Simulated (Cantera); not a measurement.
Input: 1 mol Cr, 8.2 mol NH3, 410 mol H2, 0.031 mol H2O, at 101000 Pa.

Method: chemical equilibrium by Gibbs-energy minimisation in Cantera with the NASA 1993 tables (ideal gas, pure condensed phases). Candidate condensed phases: Cr, CrN, Cr2N, Cr2O3, H2O; 29 gas species. Kinetics and transport are ignored.

Question: Which condensed phases are stable at each of these points (T (K)): 900, 1000, 1100, 1200, 1300, 1400, 1500?

Answer: 
```
T (K)   condensed phases  Cr condensed (%)
-----  -----------------  ----------------
900    CrN(s) + Cr2O3(s)             100.0
1000   CrN(s) + Cr2O3(s)             100.0
1100             Cr2N(s)             100.0
1200             Cr2N(s)             100.0
1300             Cr2N(s)             100.0
1400               Cr(s)             100.0
1500               Cr(s)             100.0
```

From 900 K to 1000 K the condensed part is CrN(s) + Cr2O3(s). From 1100 K to 1300 K the condensed part is Cr2N(s). From 1400 K to 1500 K the condensed part is Cr(s).
